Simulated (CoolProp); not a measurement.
Computed with CoolProp (reference Helmholtz-energy equation of state, Zhou 2012).

For o-xylene, give the phase and the cp (kJ/(kg K)), isothermal compressibility (1/MPa), viscosity (µPa s), Prandtl number at 346.85 °C and 21 MPa.


- 346.85 °C and 21 MPa: liquid; cp 2.75, isothermal compressibility 0.00591, viscosity 118, Prandtl number 3.75

Viscosity comes from a separate model (Cao 2016). Thermal conductivity comes from a separate model (Mylona 2014).
